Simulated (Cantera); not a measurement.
Cantera with NASA thermochemical tables; ideal gases at 1 bar, condensed phases pure. Values are per mole of reaction as written; species without (g) are pure solids or liquids, kept so even where they would boil at 1 bar.

2 PbO + N(g) = 2 Pb + NO₂(g)

```json
[
 {"T (K)": "1123", "ΔH° (kJ)": "-10.5", "ΔS° (J/K)": "66.9", "ΔG° (kJ)": "-85.6", "log10 K": "3.98", "condensed phases": "PbO(yellow), Pb(l)"},
 {"T (K)": "1198", "ΔH° (kJ)": "-64.1", "ΔS° (J/K)": "20.7", "ΔG° (kJ)": "-88.8", "log10 K": "3.87", "condensed phases": "PbO(l), Pb(l)"},
 {"T (K)": "1273", "ΔH° (kJ)": "-67.0", "ΔS° (J/K)": "18.3", "ΔG° (kJ)": "-90.3", "log10 K": "3.71", "condensed phases": "PbO(l), Pb(l)"},
 {"T (K)": "1348", "ΔH° (kJ)": "[?]", "ΔS° (J/K)": "[?]", "ΔG° (kJ)": "[?]", "log10 K": "[?]", "condensed phases": "PbO(l), Pb(l)"},
 {"T (K)": "1423", "ΔH° (kJ)": "-72.7", "ΔS° (J/K)": "14.1", "ΔG° (kJ)": "-92.7", "log10 K": "3.40", "condensed phases": "PbO(l), Pb(l)"},
 {"T (K)": "1498", "ΔH° (kJ)": "-75.5", "ΔS° (J/K)": "12.1", "ΔG° (kJ)": "-93.7", "log10 K": "3.27", "condensed phases": "PbO(l), Pb(l)"},
 {"T (K)": "1573", "ΔH° (kJ)": "-78.3", "ΔS° (J/K)": "10.3", "ΔG° (kJ)": "-94.5", "log10 K": "3.14", "condensed phases": "PbO(l), Pb(l)"},
 {"T (K)": "1648", "ΔH° (kJ)": "[?]", "ΔS° (J/K)": "[?]", "ΔG° (kJ)": "[?]", "log10 K": "[?]", "condensed phases": "PbO(l), Pb(l)"},
 {"T (K)": "1723", "ΔH° (kJ)": "-83.9", "ΔS° (J/K)": "6.9", "ΔG° (kJ)": "-95.8", "log10 K": "2.91", "condensed phases": "PbO(l), Pb(l)"}
]
```

Problem. Some entries are withheld; supply them.

Solution. 
- 1348, ΔH° (kJ): -69.8
- 1348, ΔS° (J/K): 16.1
- 1348, ΔG° (kJ): -91.6
- 1348, log10 K: 3.55
- 1648, ΔH° (kJ): -81.1
- 1648, ΔS° (J/K): 8.6
- 1648, ΔG° (kJ): -95.3
- 1648, log10 K: 3.02
